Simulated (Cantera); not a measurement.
A Cantera script and what it prints.

```python
import numpy as np
import cantera as ct

gas_names = """
    Fe FeO O O2 O3 S SO SO2 SO3 S2 S2O S8
""".split()
cond_names = """
    Fe(a) Fe(c) Fe(d) Fe(L) FeO(s) FeO(L) FeS(a) FeS(b) FeS(c) FeS(L) FeSO4(s) FeS2(s) Fe2O3(s)
    Fe2S3O12(s) Fe3O4(s) S(cr1) S(cr2) S(L)
""".split()


# ... load() reads the species with a 1 bar reference pressure and builds the phases ...
atoms = {
    'Fe2O3': {'Fe': 2, 'O': 3},
    'SO3': {'S': 1, 'O': 3},
    'O2': {'O': 2},
}
top_T = {'FeSO4(s)': 950, 'FeS2(s)': 1010, 'Fe2O3(s)': 1830, 'Fe2S3O12(s)': 1100, 'Fe3O4(s)': 1870}  # K; cautious upper limits of use, not melting points


# ... equilibrate(T, P, feed) seeds the gas with the atoms and calls Mixture.equilibrate('TP', solver="vcs", rtol=1e-11, max_steps=5000) ...
results = []
feed = {'Fe2O3': 1, 'SO3': 0.13, 'O2': 1.1}  # mol
P = 150000  # Pa
for T in [648, 723, 798, 873, 948, 1023, 1098, 1173, 1248, 1323]:
    mix = equilibrate(T, P, feed)
    results.append((T, P, feed, dict(zip(mix.species_names, mix.species_moles))))

top = {s: max(r[3][s] / sum(r[3][g] for g in gas_names) for r in results) for s in gas_names}
cols = sorted((s for s in top if top[s] > 1e-05), key=lambda s: -top[s])[:8]
seen = [c for c in cond_names if any(r[3].get(c, 0) > 1e-12 for r in results)]
print("log10 of partial pressures in bar; condensed amounts in mol")
print(f"{'T/K':>10s}" + "".join(f"{s[:9]:>10s}" for s in cols + seen))
for T, P, feed, n in results:
    ng = sum(n[g] for g in gas_names)
    print(f"{T:10.4g}" + "".join(f"{np.log10(max(n[s] / ng * P / 1e5, 1e-99)):10.3f}" for s in cols)
          + "".join(f"{n.get(c, 0):10.4g}" for c in seen))
```

Output:

```
log10 of partial pressures in bar; condensed amounts in mol
       T/K        O2       SO2       SO3  Fe2O3(s) Fe2S3O12(
       648     0.176    -8.940    -5.804    0.9567   0.04333
       723     0.176    -6.542    -4.232    0.9567   0.04332
       798     0.176    -4.599    -2.958    0.9569   0.04306
       873     0.172    -2.991    -1.904      0.96   0.04001
       948     0.140    -1.627    -1.020    0.9886    0.0114
      1023     0.129    -1.225    -1.019         1         0
      1098     0.129    -1.053    -1.185         1         0
      1173     0.129    -0.954    -1.382         1         0
      1248     0.130    -0.900    -1.587         1         0
      1323     0.130    -0.870    -1.785         1         0
```

Cantera equilibrium calculation (NASA polynomials, part measured and part estimated; ideal gas, pure solids and liquids).
